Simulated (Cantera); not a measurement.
Feed: 1 mol Ti, 1.2 mol CO, 3.4 mol H₂, 0.037 mol O₂, at 7.50 Torr.

Equilibrium computed with Cantera from the NASA thermochemical tables; the gas is ideal and each condensed phase is pure. Candidate condensed phases: C, C₆H₆, C₇H₈, C₈H₁₈, H₂O, Ti, TiC, TiO, TiO₂, Ti₂O₃, Ti₃O₅, Ti₄O₇; 113 gas species. Mutual solubility and eutectic melting of coexisting phases are not modelled. TiC: taken at fixed stoichiometry. The numbers say what is thermodynamically allowed, not how fast it happens. All values below are at 1748 K.

Base state: H₂ 0.842, CO 0.156, H 0.00210, H₂O 6.01e-5 (mole fractions); condensed: TiC(s) + Ti₂O₃(s).

**Question.** What changes in the equilibrium state with this change: pressure from 7.50 Torr to 65.3 Torr?

**Answer.** 
```tsv
species	before	after
H₂	0.842	0.843
CO	0.156	0.156
H	0.00210	0.000711
H₂O	6.01e-5	0.000143
TiC(s), mol	0.571	0.571
Ti₂O₃(s), mol	0.215	0.215
```
